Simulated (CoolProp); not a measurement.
Computed with CoolProp (reference Helmholtz-energy equation of state, Thol 2017).

Task: For decamethyltetrasiloxane (MD2M), give the phase and the Joule-Thomson coefficient (K/MPa) at 526.4 K and 44.2 kPa; 434.6 K and 2160 kPa.

Result: 
- 526.4 K and 44.2 kPa: gas; Joule-Thomson coefficient 12.0
- 434.6 K and 2160 kPa: liquid; Joule-Thomson coefficient -0.240
